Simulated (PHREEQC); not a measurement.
1 kg of water holding 0.038 mol/kgw K2SO4, 0.0078 mol/kgw MgSO4 and 0.63 mol/kgw Na2SO4 is evaporated at 25 °C; the solids stay in contact with the brine. No CO2 enters from the air. Only these solids could form: Arcanite, Bloedite, Brucite, Epsomite, Glaserite, Hexahydrite, Kieserite, Leonite, Mirabilite, Misenite, Schoenite, Thenardite.

The series has 12 steps of water left (kg), from 1 to 0.006999.

The numbers come from PHREEQC with the Pitzer model, pitzer.dat.

Task: Which solids form, in which order, and at which step of the series does each first stand?

Result: Mirabilite from water left = 0.3081 kg; Glaserite from water left = 0.04797 kg.

Species that the database lacks are ignored.
